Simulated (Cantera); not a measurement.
Charge: 1 mol Cr2O3, 4 mol H2, at 1550 °C and 15000 Pa.

Cantera equilibrium calculation (NASA polynomials, part measured and part estimated; ideal gas, pure solids and liquids). Candidate condensed phases: Cr, Cr2O3, H2O; 13 gas species. Mutual solubility and eutectic melting of coexisting phases are not modelled. Rates play no part.

What is the equilibrium state?


| Property | Result |
|---|---|
| x(H2) | 0.991 |
| x(H2O) | 0.00713 |
| x(H) | 0.00111 |
| x(Cr) | 0.000851 |
| x(CrO) | 3.31e-6 |
| n(Cr(s)) | 0.0156 mol |
| n(Cr2O3(s)) | 0.990 mol |
| gas amount | 4.006 mol |
